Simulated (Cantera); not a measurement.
Input (Python, Cantera) and output of one run.

```python
import numpy as np
import cantera as ct

gas_names = """
    H HO2 H2 H2O H2O2 Nb NbO NbO2 O OH O2 O3
""".split()
cond_names = """
    H2O(s) H2O(L) Nb(cr) Nb(L) NbO(s) NbO(L) NbO2(I) NbO2(II) NbO2(III) NbO2(L) Nb2O5(s) Nb2O5(L)
""".split()


# ... load() reads the species with a 1 bar reference pressure and builds the phases ...
atoms = {
    'Nb': {'Nb': 1},
    'H2O': {'H': 2, 'O': 1},
}
top_T = {}  # K; cautious upper limits of use, not melting points


# ... equilibrate(T, P, feed) seeds the gas with the atoms and calls Mixture.equilibrate('TP', solver="vcs", rtol=1e-11, max_steps=5000) ...
results = []
feed = {'Nb': 1, 'H2O': 0.64}  # mol
T = 2073  # K
P = 760  # Pa
mix = equilibrate(T, P, feed)
results.append((T, P, feed, dict(zip(mix.species_names, mix.species_moles))))
print(gas.report(threshold=0.0001))
for i in range(1, mix.n_phases):
    print(f"{mix.phase(i).name:16s} {mix.phase_moles(i):12.5e} mol")
```

Result:

```
       temperature   2073 K
          pressure   760 Pa
           density   9.0684e-05 kg/m^3
  mean mol. weight   2.0566 kg/kmol
   phase of matter   gas

                          1 kg             1 kmol
                     ---------------   ---------------
          enthalpy         2.963e+07        6.0937e+07  J
   internal energy        2.1249e+07        4.3701e+07  J
           entropy        1.1218e+05         2.307e+05  J/K
    Gibbs function       -2.0291e+08       -4.1731e+08  J
 heat capacity c_p             16568             34074  J/K
 heat capacity c_v             12525             25760  J/K

                      mass frac. Y      mole frac. X     chem. pot. / RT
                     ---------------   ---------------   ---------------
                 H          0.014547          0.029681           -12.254
                H2           0.94885           0.96796           -24.507
               H2O          0.017812         0.0020334           -52.737
              NbO2          0.014926        0.00024576           -64.325
     [   +8 minor]         0.0038696        7.9194e-05

Nb(cr)            3.61486e-01 mol
NbO(s)            6.38308e-01 mol
NbO2(III)         0.00000e+00 mol
Nb2O5(L)          0.00000e+00 mol
```

Cantera equilibrium calculation (NASA polynomials, part measured and part estimated; ideal gas, pure solids and liquids). Mutual solubility and eutectic melting of coexisting phases are not modelled. NbO: taken at fixed stoichiometry. Condensed phases not in the tables: N, O or C dissolved in the metal.
